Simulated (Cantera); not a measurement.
Input: 1 mol TiCl4, 0.37 mol C3H8, a varied amount of H2, at 1050 K and 30.0 mbar.

Cantera equilibrium calculation (NASA polynomials, part measured and part estimated; ideal gas, pure solids and liquids). Candidate condensed phases: C, C6H6, C7H8, C8H18, Ti, TiC, TiCl2, TiCl3, TiCl4; 96 gas species. TiC: taken at fixed stoichiometry. The numbers say what is thermodynamically allowed, not how fast it happens.

Problem. At 48 mol H2, list the 4 most abundant gas species with their mole fractions, and the condensed phases.

Solution. H2 0.924, HCl 0.0731, CH4 0.00147, TiCl4 0.000973. Condensed: C(graphite) + TiC(s).
